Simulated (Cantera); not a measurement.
A closed system holds: 1 mol V, 0.33 mol NH3, 220 mol H2, held at 2673 K and 0.00830 bar.

These are equilibrium values from Cantera (NASA tables, ideal gas, pure condensed phases), not measurements of a reactor. Candidate condensed phases: V, VN; 11 gas species. Kinetics and transport are ignored.

Base state: H2 0.571, H 0.425, V 0.00355, N2 0.000586 (mole fractions); condensed: gas only.

### Question
What changes in the equilibrium state with this change: temperature from 2673 K to 2823 K?

### Answer
```csv
species,before,after
H,0.425,0.607
H2,0.571,0.389
V,0.00355,0.00314
N2,0.000586,0.000518
```
